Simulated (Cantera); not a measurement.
What does this Cantera script print?

```python
import numpy as np
import cantera as ct

gas_names = """
    C CN CO CO2 C2 CCN CNC C2N2 C2O C3 C3O2 C4 C4N2 C5 N NCO NO NO2 NO3 N2 N2O O O2 O3 Pb PbO Pb2
""".split()
cond_names = """
    C(gr) Pb(cr) Pb(L) PbO(rd) PbO(yw) PbO(L) PbO2(s) Pb3O4(s)
""".split()


def load(file, names, dense=False):
    # The tables refer to 1 bar. Condensed volumes are neglected.
    table = {s.name: s for s in ct.Species.list_from_file(file)}
    out = []
    for n in names:
        d = dict(table[n].input_data)
        d["thermo"] = dict(d["thermo"], **{"reference-pressure": 1e5})
        if dense:
            d["equation-of-state"] = {"model": "constant-volume", "density": "1e6 g/cm^3"}
        out.append(ct.Species.from_dict(d))
    return out


gas = ct.Solution(thermo="ideal-gas", species=load("nasa_gas.yaml", gas_names))
cond = {s.name: ct.Solution(thermo="fixed-stoichiometry", species=[s], name=s.name)
        for s in load("nasa_condensed.yaml", cond_names, dense=True)}
atoms = {
    'Pb': {'Pb': 1},
    'CO': {'C': 1, 'O': 1},
    'N2': {'N': 2},
}
top_T = {'C(gr)': 4500, 'Pb3O4(s)': 820}  # K; cautious upper limits of use, not melting points


def equilibrate(T, P, feed):
    n = {}
    for name, mol in feed.items():
        for a, k in atoms[name].items():
            n[a] = n.get(a, 0.0) + k * mol
    gas.TPX = T, P, n
    mass = sum(n.values()) * gas.mean_molecular_weight
    gas.equilibrate("TP")
    valid = [c for c in cond.values() if c.min_temp <= T <= top_T.get(c.name, c.max_temp)]
    mix = ct.Mixture([(gas, mass / gas.mean_molecular_weight)] + [(c, 0.0) for c in valid])
    mix.T, mix.P = T, P
    mix.equilibrate("TP", solver="vcs", rtol=1e-11, max_steps=5000)
    return mix


results = []
feed = {'Pb': 1, 'CO': 0.11, 'N2': 0.16}  # mol
T = 1300  # K
P = 6000  # Pa
mix = equilibrate(T, P, feed)
results.append((T, P, feed, dict(zip(mix.species_names, mix.species_moles))))
print(gas.report(threshold=1e-05))
for i in range(1, mix.n_phases):
    print(f"{mix.phase(i).name:16s} {mix.phase_moles(i):12.5e} mol")
```

It prints:

```
       temperature   1300 K
          pressure   6000 Pa
           density   0.019902 kg/m^3
  mean mol. weight   35.852 kg/kmol
   phase of matter   gas

                          1 kg             1 kmol
                     ---------------   ---------------
          enthalpy            -94088       -3.3732e+06  J
   internal energy       -3.9557e+05       -1.4182e+07  J
           entropy            7485.5        2.6837e+05  J/K
    Gibbs function       -9.8252e+06       -3.5225e+08  J
 heat capacity c_p            938.28             33639  J/K
 heat capacity c_v            706.37             25325  J/K

                      mass frac. Y      mole frac. X     chem. pot. / RT
                     ---------------   ---------------   ---------------
                CO           0.30431           0.38951           -40.312
               CO2        5.7793e-05        4.7081e-05           -78.691
                N2           0.44281            0.5667           -28.965
                Pb           0.25277          0.043738           -10.731
     [  +23 minor]        4.8134e-05        4.1647e-06

C(gr)             1.32929e-05 mol
Pb(L)             9.87649e-01 mol
PbO(L)            0.00000e+00 mol
```

These are equilibrium values from Cantera (NASA tables, ideal gas, pure condensed phases), not measurements of a reactor.
